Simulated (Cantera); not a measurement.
A Cantera script and what it prints.

```python
import numpy as np
import cantera as ct

gas_names = [...]  # 99 gases of nasa_gas.yaml made of C, H, Si
cond_names = """
    C(gr) C6H6(L) C7H8(L) C8H18(L),n-octa Si(cr) Si(L) SiC(b)
""".split()


# ... load() reads the species with a 1 bar reference pressure and builds the phases ...
atoms = {
    'SiC': {'Si': 1, 'C': 1},
    'Si': {'Si': 1},
    'H2': {'H': 2},
}
top_T = {'C(gr)': 4500, 'SiC(b)': 3050}  # K; cautious upper limits of use, not melting points


# ... equilibrate(T, P, feed) seeds the gas with the atoms and calls Mixture.equilibrate('TP', solver="vcs", rtol=1e-11, max_steps=5000) ...
results = []
feed = {'SiC': 1, 'Si': 0.097, 'H2': 0.73}  # mol
P = 5100  # Pa
for T in [2000, 2500, 3000, 3500, 4000, 4500, 5000]:
    mix = equilibrate(T, P, feed)
    results.append((T, P, feed, dict(zip(mix.species_names, mix.species_moles))))

top = {s: max(r[3][s] / sum(r[3][g] for g in gas_names) for r in results) for s in gas_names}
cols = sorted((s for s in top if top[s] > 0.001), key=lambda s: -top[s])[:6]
seen = [c for c in cond_names if any(r[3].get(c, 0) > 1e-12 for r in results)]
print("log10 of partial pressures in bar; condensed amounts in mol")
print(f"{'T/K':>10s}" + "".join(f"{s[:9]:>10s}" for s in cols + seen))
for T, P, feed, n in results:
    ng = sum(n[g] for g in gas_names)
    print(f"{T:10.4g}" + "".join(f"{np.log10(max(n[s] / ng * P / 1e5, 1e-99)):10.3f}" for s in cols)
          + "".join(f"{n.get(c, 0):10.4g}" for c in seen))
```

Result:

```
log10 of partial pressures in bar; condensed amounts in mol
       T/K        H2         H        Si         C      SiC2        C3     Si(L)    SiC(b)
      2000    -1.296    -3.437    -4.361   -11.777    -8.266   -14.340   0.09617         1
      2500    -1.396    -2.298    -2.338    -7.385    -4.136    -8.122         0    0.9854
      3000    -2.030    -1.817    -1.866    -4.317    -1.984    -3.572         0         0
      3500    -2.774    -1.616    -1.803    -2.917    -2.303    -2.703         0         0
      4000    -3.683    -1.639    -1.777    -2.137    -3.104    -2.868         0         0
      4500    -4.425    -1.674    -1.800    -1.885    -4.476    -4.062         0         0
      5000    -4.978    -1.680    -1.812    -1.853    -5.902    -5.525         0         0
```

Equilibrium computed with Cantera from the NASA thermochemical tables; the gas is ideal and each condensed phase is pure. Mutual solubility and eutectic melting of coexisting phases are not modelled. Gases not in the tables: Si2H6 and higher silanes.
